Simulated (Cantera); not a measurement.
Feed: 1 mol PbO, 0.57 mol CO, 30 mol N2, equilibrated at 0.0140 bar.

These are equilibrium values from Cantera (NASA tables, ideal gas, pure condensed phases), not measurements of a reactor. Candidate condensed phases: C, Pb, PbO, PbO2, Pb3O4; 27 gas species. Rates play no part.

Task: At 1000 K, list the 4 most abundant gas species with their mole fractions, and the condensed phases.

Result: N2 0.980, CO2 0.0186, Pb 0.00116, PbO 2.18e-5. Condensed: Pb(l) + PbO(yellow).
